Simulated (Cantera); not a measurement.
# Hydrogen reduction and annealing atmospheres: Fe2O3 + H2 + H2O

A closed system holds: 1 mol Fe2O3, a varied amount of H2, 0.62 mol H2O, held at 9.10 mbar.

Cantera equilibrium calculation (NASA polynomials, part measured and part estimated; ideal gas, pure solids and liquids). Candidate condensed phases: Fe, FeO, Fe(OH)2, Fe(OH)3, Fe2O3, Fe3O4, H2O; 12 gas species. Each liquid is taken as pure. Mutual solubility and eutectic melting of coexisting phases are not modelled. The tables' stoichiometric FeO is somewhat more stable than real wüstite, so its field is too wide. FeO: taken at fixed stoichiometry. Equilibrium is a limit: real reactors are often held back by kinetics, nucleation or transport.

Question: Map the stable condensed phases over T = 1773, 1823, 1873, 1923, 1973, 2023, 2073, 2123, 2173 K and n(H2) in mol = 3.7, 5.2, 7.4, 10, 15, 21, 30, 42, 60, 85, 120, 170, 240.

Answer: 
```
T in K \ n(H2) in mol
         3.7 5.2 7.4  10  15  21  30  42  60  85 120 170 240
   2173    A   A   A   B   B   B   B   B   B   B   B   B   B
   2123    A   A   A   A   B   B   B   B   B   B   B   B   B
   2073    A   A   C   C   D   B   B   B   B   B   B   B   B
   2023    A   A   C   C   D   D   D   B   B   B   B   B   B
   1973    A   C   C   C   D   D   D   D   D   B   B   B   B
   1923    A   C   C   C   D   D   D   D   D   D   B   B   B
   1873    A   C   C   C   D   D   D   D   D   D   D   D   B
   1823    A   C   C   C   D   D   D   D   D   D   D   D   D
   1773    A   C   C   C   D   D   D   D   D   D   D   D   D
```
A: FeO; B: gas only; C: Fe + FeO; D: Fe.
